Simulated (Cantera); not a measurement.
**Gas-phase reforming**

An isothermal, constant-pressure homogeneous reactor starts with 11.6 % CH₄, 88.4 % H₂O, at 2000 K and 0.286 atm.

Cantera simulation using GRI-Mech 3.0 (53 species, 325 reactions); the numbers are that mechanism's predictions, not measurements.

```json
[
 {"t (s)": "0.000400", "x CH₄": "0.0359", "x H₂O": "0.803", "x CH₂CO": "0.000176", "x C₂H₂": "0.0267", "x C₂H₄": "0.00165", "x O": "1.06e-6", "x CO₂": "0.000670"},
 {"t (s)": "0.00139", "x CH₄": "0.0109", "x H₂O": "0.739", "x CH₂CO": "0.000181", "x C₂H₂": "0.0295", "x C₂H₄": "0.000154", "x O": "1.23e-6", "x CO₂": "0.00647"},
 {"t (s)": "0.00480", "x CH₄": "0.00534", "x H₂O": "0.656", "x CH₂CO": "6.45e-5", "x C₂H₂": "0.0130", "x C₂H₄": "3.10e-5", "x O": "1.21e-6", "x CO₂": "0.0210"},
 {"t (s)": "0.0167", "x CH₄": "0.00113", "x H₂O": "0.600", "x CH₂CO": "4.24e-6", "x C₂H₂": "0.000994", "x C₂H₄": "1.38e-6", "x O": "1.08e-6", "x CO₂": "0.0274"},
 {"t (s)": "0.0577", "x CH₄": "1.28e-7", "x H₂O": "0.594", "x CH₂CO": "1.66e-10", "x C₂H₂": "3.61e-8", "x C₂H₄": "2.19e-11", "x O": "1.27e-6", "x CO₂": "0.0278"},
 {"t (s)": "0.200", "x CH₄": "1.14e-11", "x H₂O": "0.594", "x CH₂CO": "<1e-12", "x C₂H₂": "<1e-12", "x C₂H₄": "<1e-12", "x O": "1.29e-6", "x CO₂": "0.0278"},
 {"t (s)": "0.693", "x CH₄": "1.14e-11", "x H₂O": "0.594", "x CH₂CO": "<1e-12", "x C₂H₂": "<1e-12", "x C₂H₄": "<1e-12", "x O": "1.29e-6", "x CO₂": "0.0278"},
 {"t (s)": "2.40", "x CH₄": "1.14e-11", "x H₂O": "0.594", "x CH₂CO": "<1e-12", "x C₂H₂": "<1e-12", "x C₂H₄": "<1e-12", "x O": "1.29e-6", "x CO₂": "0.0278"},
 {"t (s)": "8.33", "x CH₄": "1.14e-11", "x H₂O": "0.594", "x CH₂CO": "<1e-12", "x C₂H₂": "<1e-12", "x C₂H₄": "<1e-12", "x O": "1.29e-6", "x CO₂": "0.0278"},
 {"t (s)": "28.9", "x CH₄": "1.14e-11", "x H₂O": "0.594", "x CH₂CO": "<1e-12", "x C₂H₂": "<1e-12", "x C₂H₄": "<1e-12", "x O": "1.29e-6", "x CO₂": "0.0278"},
 {"t (s)": "100", "x CH₄": "1.14e-11", "x H₂O": "0.594", "x CH₂CO": "<1e-12", "x C₂H₂": "<1e-12", "x C₂H₄": "<1e-12", "x O": "1.29e-6", "x CO₂": "0.0278"}
]
```
x: mole fraction; the columns are a selection and need not sum to one.

Equilibrium at this temperature and pressure: CH₄ 1.37e-11, H₂O 0.594, CH₂CO <1e-12, C₂H₂ <1e-12, C₂H₄ <1e-12, O 1.29e-6, CO₂ 0.0278 (gas phase only).
